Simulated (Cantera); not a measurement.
**Calcination and drying: MgCO3 + H2O + H2**

Charge: 1 mol MgCO3, 0.31 mol H2O, 0.74 mol H2, equilibrated at 37.0 Pa.

These are equilibrium values from Cantera (NASA tables, ideal gas, pure condensed phases), not measurements of a reactor. Candidate condensed phases: C, C6H6, C7H8, C8H18, H2O, Mg, MgCO3, MgO, Mg(OH)2; 116 gas species. Equilibrium is a limit: real reactors are often held back by kinetics, nucleation or transport.

```
T (°C)  log p H2O  log p CO2  log p CO  log p H2  log p H  log p OH  log p Mg  log p O2  n MgO(s)
------  ---------  ---------  --------  --------  -------  --------  --------  --------  --------
975         -3.88      -3.97     -4.13     -4.23    -8.45    -10.09    -12.76    -14.27      1.00
1075        -3.87      -4.00     -4.10     -4.27    -7.77     -9.16    -11.30    -12.61      1.00
1175        -3.86      -4.01     -4.08     -4.30    -7.18     -8.37    -10.05    -11.19     1.000
1275        -3.85      -4.03     -4.06     -4.33    -6.68     -7.67     -8.96     -9.94     1.000
1375        -3.84      -4.04     -4.05     -4.36    -6.23     -7.06     -8.00     -8.85     1.000
1475        -3.83      -4.05     -4.04     -4.38    -5.83     -6.52     -7.16     -7.88     1.000
1575        -3.83      -4.06     -4.03     -4.41    -5.48     -6.04     -6.42     -7.01     0.998
1675        -3.84      -4.07     -4.03     -4.44    -5.17     -5.61     -5.75     -6.22     0.990
```
log p: log10 of the partial pressure in bar; n: condensed amount in mol.

From 975 °C to 1675 °C the condensed part is MgO(s).
